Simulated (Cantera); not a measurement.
A freely propagating, adiabatic, planar premixed flame of CH4 : H2 : O2 : N2 = 1 : 1 : 2.55 : 9.59 (molar parts), unburnt at 525 K and 1.20 bar; mixture-averaged transport, grid criteria slope 0.08 and curve 0.16, no radiation.

Cantera simulation using GRI-Mech 3.0 (53 species, 325 reactions); the numbers are that mechanism's predictions, not measurements. Burning velocities carry a grid error of a few per cent, more on coarse grids.

Problem. Predict: laminar burning velocity; thermal thickness; peak x(CH2CO); peak x(O); peak x(C2H2).

Solution. 
```
Item                        Result
------------------------  --------
laminar burning velocity  150 cm/s
thermal thickness         0.250 mm
peak x(CH2CO)              5.27e-5
peak x(O)                  0.00558
peak x(C2H2)               5.33e-5
```
